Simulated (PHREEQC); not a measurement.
Make-up at 5 °C: 0.22 mol/kgw TMAH, 6e-05 mol/kgw Na2SiO3 and 0.18 mol/kgw Na2CO3. Closed to the air; pH follows from the charge balance.

Model: ion-association model, wateq4f.dat, run in PHREEQC.

This is a speciation only: nothing precipitates in the calculation.

What pH, activity of water, ionic strength does the model give?

pH 13.87; activity of water 0.984; ionic strength 0.650 mol/kgw.

In which forms is Si present?

H2SiO4-2 77 %, H3SiO4- 23 % of the Si.

(CH3)4N+ isn't in the database: it is added as a free cation with an ion size of 4 Å. Away from 25 °C the constants follow the database's enthalpies or fits; those with neither stay at their 25 °C values.
